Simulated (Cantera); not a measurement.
An adiabatic, constant-pressure homogeneous reactor starts with CH4 : C2H6 : O2 : N2 : H2O = 1 : 0.085 : 3.43 : 12.9 : 2.2 (molar parts), equivalence ratio 0.67, at 1200 K and 9.87 atm. Integrator tolerance rtol = 1e-08.

Detailed kinetics in Cantera: GRI-Mech 3.0 (53 species, 325 reactions).

Question: What does this change do: 1 parts CO2 added?

Answer: 
```
quantity                                                              before                                      after
---------------------------------  -----------------------------------------  -----------------------------------------
time of steepest temperature rise                                    1.29 ms                                    1.35 ms
temperature at 0.700 s                                                2321 K                                     2252 K
equilibrium temperature                                               2321 K                                     2252 K
x(CH4) at 0.700 s                      <1e-12 (gas-phase equilibrium <1e-12)      <1e-12 (gas-phase equilibrium <1e-12)
x(C2H6) at 0.700 s                     <1e-12 (gas-phase equilibrium <1e-12)      <1e-12 (gas-phase equilibrium <1e-12)
x(O2) at 0.700 s                       0.0532 (gas-phase equilibrium 0.0532)      0.0514 (gas-phase equilibrium 0.0514)
x(CH2) at 0.700 s                      <1e-12 (gas-phase equilibrium <1e-12)      <1e-12 (gas-phase equilibrium <1e-12)
x(O) at 0.700 s                    0.000411 (gas-phase equilibrium 0.000411)  0.000270 (gas-phase equilibrium 0.000270)
x(HO2) at 0.700 s                    8.22e-6 (gas-phase equilibrium 8.22e-6)    6.33e-6 (gas-phase equilibrium 6.33e-6)
```

Question: What does this change do: initial temperature 1200 to 1075 K?

Answer: 
```
quantity                                                              before                                      after
---------------------------------  -----------------------------------------  -----------------------------------------
time of steepest temperature rise                                    1.29 ms                                    7.61 ms
temperature at 0.700 s                                                2321 K                                     2224 K
equilibrium temperature                                               2321 K                                     2224 K
x(CH4) at 0.700 s                      <1e-12 (gas-phase equilibrium <1e-12)      <1e-12 (gas-phase equilibrium <1e-12)
x(C2H6) at 0.700 s                     <1e-12 (gas-phase equilibrium <1e-12)      <1e-12 (gas-phase equilibrium <1e-12)
x(O2) at 0.700 s                       0.0532 (gas-phase equilibrium 0.0532)      0.0540 (gas-phase equilibrium 0.0540)
x(CH2) at 0.700 s                      <1e-12 (gas-phase equilibrium <1e-12)      <1e-12 (gas-phase equilibrium <1e-12)
x(O) at 0.700 s                    0.000411 (gas-phase equilibrium 0.000411)  0.000233 (gas-phase equilibrium 0.000233)
x(HO2) at 0.700 s                    8.22e-6 (gas-phase equilibrium 8.22e-6)    6.15e-6 (gas-phase equilibrium 6.15e-6)
```
